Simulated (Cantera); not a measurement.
# Adiabatic ignition

An adiabatic, constant-volume homogeneous reactor starts with CH4 : CO : O2 : N2 = 1 : 0.032 : 3.36 : 12.6 (molar parts), equivalence ratio 0.60, at 1773 K and 1.01 bar.

Model: GRI-Mech 3.0 (53 species, 325 reactions), integrated in Cantera.

```json
[
 {"t (s)": "1.00e-6", "T (K)": "1773", "P (bar)": "1.01", "x CH4": "0.0588", "x CO": "0.00188", "x O2": "0.198", "x CH3": "4.01e-6", "x NO": "<1e-12", "x OH": "4.35e-7", "x H2": "7.05e-7"},
 {"t (s)": "5.55e-6", "T (K)": "1773", "P (bar)": "1.01", "x CH4": "0.0588", "x CO": "0.00188", "x O2": "0.198", "x CH3": "3.11e-5", "x NO": "<1e-12", "x OH": "9.03e-7", "x H2": "5.19e-6"},
 {"t (s)": "3.08e-5", "T (K)": "1772", "P (bar)": "1.01", "x CH4": "0.0585", "x CO": "0.00189", "x O2": "0.198", "x CH3": "0.000260", "x NO": "1.40e-11", "x OH": "4.07e-6", "x H2": "4.87e-5"},
 {"t (s)": "0.000171", "T (K)": "2704", "P (bar)": "1.60", "x CH4": "<1e-12", "x CO": "0.0216", "x O2": "0.0784", "x CH3": "<1e-12", "x NO": "0.000599", "x OH": "0.0243", "x H2": "0.00759"},
 {"t (s)": "0.000949", "T (K)": "2798", "P (bar)": "1.64", "x CH4": "<1e-12", "x CO": "0.0181", "x O2": "0.0730", "x CH3": "<1e-12", "x NO": "0.0121", "x OH": "0.0221", "x H2": "0.00601"},
 {"t (s)": "0.00527", "T (K)": "2789", "P (bar)": "1.64", "x CH4": "<1e-12", "x CO": "0.0179", "x O2": "0.0695", "x CH3": "<1e-12", "x NO": "0.0199", "x OH": "0.0214", "x H2": "0.00596"},
 {"t (s)": "0.0292", "T (K)": "2789", "P (bar)": "1.64", "x CH4": "<1e-12", "x CO": "0.0179", "x O2": "0.0695", "x CH3": "<1e-12", "x NO": "0.0199", "x OH": "0.0214", "x H2": "0.00596"},
 {"t (s)": "0.162", "T (K)": "2789", "P (bar)": "1.64", "x CH4": "<1e-12", "x CO": "0.0179", "x O2": "0.0695", "x CH3": "<1e-12", "x NO": "0.0199", "x OH": "0.0214", "x H2": "0.00596"},
 {"t (s)": "0.901", "T (K)": "2789", "P (bar)": "1.64", "x CH4": "<1e-12", "x CO": "0.0179", "x O2": "0.0695", "x CH3": "<1e-12", "x NO": "0.0199", "x OH": "0.0214", "x H2": "0.00596"},
 {"t (s)": "5.00", "T (K)": "2789", "P (bar)": "1.64", "x CH4": "<1e-12", "x CO": "0.0179", "x O2": "0.0695", "x CH3": "<1e-12", "x NO": "0.0199", "x OH": "0.0214", "x H2": "0.00596"}
]
```
x: mole fraction; the columns are a selection and need not sum to one.

```json
{
  "time_of_steepest_temperature_rise": "0.122 ms",
  "temperature at 5.00 s": "2789 K",
  "equilibrium_temperature": "2789 K",
  "x(CH4) at 5.00 s": "<1e-12 (gas-phase equilibrium <1e-12)",
  "x(CO) at 5.00 s": "0.0179 (gas-phase equilibrium 0.0179)",
  "x(O2) at 5.00 s": "0.0695 (gas-phase equilibrium 0.0695)"
}
```
